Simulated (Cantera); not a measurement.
Input (Python, Cantera):

```python
import numpy as np
import cantera as ct

gas = ct.Solution("h2o2.yaml")
gas.TPX = 1498, 29000, {'H2': 0.44, 'O2': 0.208, 'N2': 0.783}
reactor = ct.IdealGasReactor(gas, energy="on", clone=False)
net = ct.ReactorNet([reactor])
net.rtol, net.atol = 1e-08, 1e-16
show = ['H2', 'O2', 'H2O2', 'O', 'HO2', 'OH']
times = np.geomspace(6e-06, 0.5, 11)

steps = ct.SolutionArray(gas, extra=["t"])
rows = []
print(f"{'t/s':>10s}{'T/K':>9s}{'P/Pa':>11s}" + "".join(f"{s:>11s}" for s in show))
for t in times:
    while net.time < t:
        t_next = net.step()
        steps.append(gas.state, t=t_next)
    rows.append([np.interp(t, steps.t, y) for y in (steps.T, steps.P, *steps(*show).X.T)])
    print(f"{t:10.3e}{rows[-1][0]:9.1f}{rows[-1][1]:11.4g}" + "".join(f"{x:11.3e}" for x in rows[-1][2:]))
rate = np.gradient(steps.T, steps.t)
print("integrator steps:", len(steps.t))
if steps.T.max() > steps.T[0] + 200:
    print(f"time of steepest temperature rise: {steps.t[rate.argmax()]:.4e} s")
gas.TPX = 1498, 29000, {'H2': 0.44, 'O2': 0.208, 'N2': 0.783}
gas.equilibrate("UV")
print(f"equilibrium (UV): T = {gas.T:.1f} K  " + "  ".join(f"{s} {gas[s].X[0]:.3e}" for s in show))
```

Output:

```
       t/s      T/K       P/Pa         H2         O2       H2O2          O        HO2         OH
 6.000e-06   1498.0    2.9e+04  3.075e-01  1.454e-01  5.824e-09  1.445e-07  4.828e-07  1.233e-07
 1.863e-05   1498.0    2.9e+04  3.074e-01  1.453e-01  4.899e-08  8.922e-06  1.928e-06  7.577e-06
 5.785e-05   1744.9  3.349e+04  6.481e-02  3.563e-02  5.946e-07  2.973e-02  6.717e-06  1.941e-02
 1.796e-04   2328.8  4.302e+04  7.296e-02  2.632e-02  1.395e-07  2.360e-02  3.742e-06  3.365e-02
 5.578e-04   2840.1  5.067e+04  6.886e-02  1.869e-02  2.737e-07  1.428e-02  6.295e-06  3.867e-02
 1.732e-03   2873.4  5.115e+04  6.821e-02  1.817e-02  3.115e-07  1.364e-02  6.777e-06  3.865e-02
 5.378e-03   2873.4  5.115e+04  6.821e-02  1.817e-02  3.115e-07  1.364e-02  6.777e-06  3.865e-02
 1.670e-02   2873.4  5.115e+04  6.821e-02  1.817e-02  3.115e-07  1.364e-02  6.777e-06  3.865e-02
 5.186e-02   2873.4  5.115e+04  6.821e-02  1.817e-02  3.115e-07  1.364e-02  6.777e-06  3.865e-02
 1.610e-01   2873.4  5.115e+04  6.821e-02  1.817e-02  3.115e-07  1.364e-02  6.777e-06  3.865e-02
 5.000e-01   2873.4  5.115e+04  6.821e-02  1.817e-02  3.115e-07  1.364e-02  6.777e-06  3.865e-02
integrator steps: 1144
time of steepest temperature rise: 4.4077e-05 s
equilibrium (UV): T = 2873.4 K  H2 6.821e-02  O2 1.817e-02  H2O2 3.115e-07  O 1.364e-02  HO2 6.777e-06  OH 3.865e-02
```

Model: the H2/O2 subset of GRI-Mech 3.0, which has no nitrogen chemistry, integrated in Cantera.
